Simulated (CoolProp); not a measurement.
The fluid at 430 K and 21.6 MPa flows at 0.29 m/s in a round tube of 25 mm bore and 15 µm roughness, fully developed (64/Re and Nu = 3.66 if laminar; Colebrook and Gnielinski if turbulent). The same conditions are run with several fluids, on thermodynamics alone (safety and materials aside).

The numbers come from the reference Helmholtz-energy equation of state of each fluid (CH2F2 (R32): Tillner-Roth 1997; R404A: Lemmon 2003; ethane: Bücker 2006; R227EA: Lemmon 2016; R407C: Lemmon 2003) in CoolProp. Blends and air are pseudo-pure fits.

Problem. Rank CH2F2 (R32), R404A, ethane, R227EA, R407C by Reynolds number, highest first.

Solution. CH2F2 (R32) (85200), R407C (79400), R404A (78200), R227EA (71400), ethane (58900)

```json
[
 {"fluid": "CH2F2 (R32)", "Darcy friction factor": "0.0212", "pressure drop (Pa/m)": "20.2", "heat-transfer coefficient (W/(m² K))": "805", "mass flow (kg/h)": "291"},
 {"fluid": "R404A", "Darcy friction factor": "0.0214", "pressure drop (Pa/m)": "27.9", "heat-transfer coefficient (W/(m² K))": "671", "mass flow (kg/h)": "397"},
 {"fluid": "ethane", "Darcy friction factor": "0.0223", "pressure drop (Pa/m)": "8.88", "heat-transfer coefficient (W/(m² K))": "532", "mass flow (kg/h)": "121"},
 {"fluid": "R227EA", "Darcy friction factor": "0.0217", "pressure drop (Pa/m)": "40.4", "heat-transfer coefficient (W/(m² K))": "660", "mass flow (kg/h)": "568"},
 {"fluid": "R407C", "Darcy friction factor": "0.0214", "pressure drop (Pa/m)": "28.4", "heat-transfer coefficient (W/(m² K))": "735", "mass flow (kg/h)": "406"}
]
```

Transport values come from each fluid's own correlations; those of CH2F2 (R32), R227EA are estimates that may be off by 10 % or more.
